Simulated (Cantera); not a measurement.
A closed system holds: 1 mol Cu₂O, 1.1 mol CH₄, 0.062 mol CO, at 1975 °C and 0.170 bar.

Cantera equilibrium calculation (NASA polynomials, part measured and part estimated; ideal gas, pure solids and liquids). Candidate condensed phases: C, C₆H₆, C₇H₈, C₈H₁₈, Cu, CuO, Cu(OH)₂, Cu₂O, H₂O; 113 gas species. The numbers say what is thermodynamically allowed, not how fast it happens.

Base state: H₂ 0.529, CO 0.259, Cu 0.195, H 0.0130, C₂H₂ (acetylene) 0.00175, Cu₂ 0.00169, CH₄ 1.13e-5 (mole fractions); condensed: C(graphite) + Cu(l).

Question: What changes in the equilibrium state with this change: temperature from 1975 °C to 2025 °C?

Answer: 
```
species            before    after
----------------  -------  -------
H₂                  0.529    0.469
Cu                  0.195    0.279
CO                  0.259    0.231
H                  0.0130   0.0159
Cu₂               0.00169  0.00274
CH₄               1.13e-5  8.04e-6
C₂H₂ (acetylene)  0.00175  0.00201
C(graphite), mol   0.0855   0.0814
Cu(l), mol           1.19    0.695
```

Question: What changes in the equilibrium state with this change: 0.26 mol CO₂ added?

Answer: 
| species | before | after |
|---|---|---|
| H₂ | 0.529 | 0.447 |
| CO | 0.259 | 0.309 |
| Cu | 0.195 | 0.195 |
| H₂O | 1.14e-6 | 0.0311 |
| H | 0.0130 | 0.0119 |
| C₂H₂ (acetylene) | 0.00175 | <1e-9 |
| CO₂ | 1.03e-7 | 0.00395 |
| OH | 4.19e-9 | 0.000124 |
| CH₄ | 1.13e-5 | <1e-9 |
| C(graphite), mol | 0.0855 | 0 |
| Cu(l), mol | 1.19 | 1.10 |
